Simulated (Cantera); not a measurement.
A freely propagating, adiabatic, planar premixed flame of 40.3 % H₂, 12.6 % O₂, 47.1 % N₂, equivalence ratio 1.6, unburnt at 323 K and 90.0 Torr; mixture-averaged transport, grid criteria slope 0.08 and curve 0.16, no radiation.

Computed with Cantera and the H2/O2 subset of GRI-Mech 3.0, which has no nitrogen chemistry. Burning velocities carry a grid error of a few per cent, more on coarse grids.

x: mole fraction of selected species; z is measured from the peak of heat release.

```tsv
z (mm)	T (K)	u (m/s)	x H₂	x O₂	x OH	x HO₂	x O	x H
-17.7	323	2.68	0.403	0.126	<1e-8	<1e-8	<1e-8	<1e-8
-11.8	323	2.68	0.403	0.126	<1e-8	<1e-8	<1e-8	<1e-8
-8.85	323	2.68	0.403	0.126	<1e-8	<1e-8	<1e-8	<1e-8
-5.90	323	2.68	0.403	0.126	<1e-8	<1e-8	<1e-8	<1e-8
-2.95	326	2.70	0.402	0.126	[?]	2.87e-5	4.00e-7	4.78e-6
-1.47	563	4.56	0.372	0.121	[?]	5.38e-5	0.000110	0.00762
0	1021	8.01	0.242	0.0784	[?]	1.37e-5	0.00398	0.0669
1.47	1295	10.1	0.131	0.0145	[?]	2.37e-6	0.00537	0.112
2.95	1398	10.8	0.120	0.00487	[?]	7.29e-7	0.00416	0.110
5.90	1509	11.6	0.126	0.00359	[?]	4.71e-7	0.00382	0.0967
11.8	1635	12.4	0.134	0.00287	0.00669	3.35e-7	0.00328	0.0804
23.6	1766	13.3	0.143	0.00205	0.00714	2.22e-7	0.00249	0.0634
47.2	1894	14.1	0.150	0.00127	0.00685	1.39e-7	0.00162	0.0472
```

### Question
Complete the blanks.

### Answer

- -2.95, x OH: 3.74e-6
- -1.47, x OH: 0.000671
- 0, x OH: 0.00161
- 1.47, x OH: 0.00387
- 2.95, x OH: 0.00471
- 5.90, x OH: 0.00576
